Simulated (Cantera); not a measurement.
Charge: 1 mol SiF₄, 5.5 mol N₂O, 0.14 mol H₂, equilibrated at 775 K and 1.33 mbar.

These are equilibrium values from Cantera (NASA tables, ideal gas, pure condensed phases), not measurements of a reactor. Candidate condensed phases: H₂O, Si, SiO₂, Si₂N₂O, Si₃N₄; 58 gas species. The numbers say what is thermodynamically allowed, not how fast it happens.

**Question.** What is the equilibrium state?

**Answer.** 
| Property | Value |
|---|---|
| x(N₂) | 0.586 |
| x(O₂) | 0.286 |
| x(SiF₄) | 0.0997 |
| x(HF) | 0.0274 |
| x(H₂O) | 0.00120 |
| x(NO) | 1.29e-6 |
| n(SiO₂(α-quartz)) | 0.0644 mol |
| gas amount | 9.384 mol |
| log10 activity of Si(s) (absent) | -48.47 |
